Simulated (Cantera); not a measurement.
**Thermodynamics of silicon oxide and oxynitride deposition, feed HMDSO + H2O + H2**

Charge: 1 mol HMDSO, 0.62 mol H2O, 27 mol H2, equilibrated at 350 °C and 0.490 bar.

Method: chemical equilibrium by Gibbs-energy minimisation in Cantera with the NASA 1993 tables (ideal gas, pure condensed phases). Candidate condensed phases: C, C6H6, C7H8, C8H18, H2O, Si, SiC, SiO2; 123 gas species. The feed counts by its element totals alone. Rates play no part.

The x(H2) is 0.849 and the x(CH4) comes out as 0.151. The n(SiC(s)) comes out as 1.19 mol and the n(SiO2(α-quartz)) comes out as 0.810 mol. The gas amount is 31.81 mol and the log10 activity of C(graphite) (absent) is -2.08. The log10 activity of Si(s) (absent) is -3.65.
